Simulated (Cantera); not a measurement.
What does this Cantera script print?

```python
import numpy as np
import cantera as ct

gas_names = """
    CL CL2 H HCL H2 Li LiCL LiH Li2 Li2CL2 Li3CL3
""".split()
cond_names = """
    Li(cr) Li(L) LiCL(s) LiCL(L) LiH(s) LiH(L)
""".split()


def load(file, names, dense=False):
    # The tables refer to 1 bar. Condensed volumes are neglected.
    table = {s.name: s for s in ct.Species.list_from_file(file)}
    out = []
    for n in names:
        d = dict(table[n].input_data)
        d["thermo"] = dict(d["thermo"], **{"reference-pressure": 1e5})
        if dense:
            d["equation-of-state"] = {"model": "constant-volume", "density": "1e6 g/cm^3"}
        out.append(ct.Species.from_dict(d))
    return out


gas = ct.Solution(thermo="ideal-gas", species=load("nasa_gas.yaml", gas_names))
cond = {s.name: ct.Solution(thermo="fixed-stoichiometry", species=[s], name=s.name)
        for s in load("nasa_condensed.yaml", cond_names, dense=True)}
atoms = {
    'LiCl': {'Li': 1, 'CL': 1},
    'H2': {'H': 2},
}
top_T = {}  # K; cautious upper limits of use, not melting points


def equilibrate(T, P, feed):
    n = {}
    for name, mol in feed.items():
        for a, k in atoms[name].items():
            n[a] = n.get(a, 0.0) + k * mol
    gas.TPX = T, P, n
    mass = sum(n.values()) * gas.mean_molecular_weight
    gas.equilibrate("TP")
    valid = [c for c in cond.values() if c.min_temp <= T <= top_T.get(c.name, c.max_temp)]
    mix = ct.Mixture([(gas, mass / gas.mean_molecular_weight)] + [(c, 0.0) for c in valid])
    mix.T, mix.P = T, P
    mix.equilibrate("TP", solver="vcs", rtol=1e-11, max_steps=5000)
    return mix


results = []
feed = {'LiCl': 1, 'H2': 7.7}  # mol
T = 1750  # K
P = 1200  # Pa
mix = equilibrate(T, P, feed)
results.append((T, P, feed, dict(zip(mix.species_names, mix.species_moles))))
print(gas.report(threshold=1e-05))
for i in range(1, mix.n_phases):
    print(f"{mix.phase(i).name:16s} {mix.phase_moles(i):12.5e} mol")
```

Output:

```
       temperature   1750 K
          pressure   1200 Pa
           density   0.0005479 kg/m^3
  mean mol. weight   6.6434 kg/kmol
   phase of matter   gas

                          1 kg             1 kmol
                     ---------------   ---------------
          enthalpy        3.6206e+06        2.4053e+07  J
   internal energy        1.4304e+06        9.5025e+06  J
           entropy             35310        2.3458e+05  J/K
    Gibbs function       -5.8173e+07       -3.8647e+08  J
 heat capacity c_p            5091.5             33825  J/K
 heat capacity c_v            3839.9             25510  J/K

                      mass frac. Y      mole frac. X     chem. pot. / RT
                     ---------------   ---------------   ---------------
                 H        0.00030241         0.0019931           -11.806
               HCL          0.011344         0.0020672           -42.828
                H2           0.26742           0.88126           -23.613
                Li         0.0021523         0.0020603           -18.701
              LiCL           0.71829           0.11257           -49.723
               LiH        1.2497e-05        1.0446e-05           -30.507
            Li2CL2        0.00045512        3.5664e-05           -99.445
     [   +4 minor]        1.9253e-05        3.6086e-06

Li(L)             0.00000e+00 mol
LiCL(L)           0.00000e+00 mol
LiH(L)            0.00000e+00 mol
```

These are equilibrium values from Cantera (NASA tables, ideal gas, pure condensed phases), not measurements of a reactor.
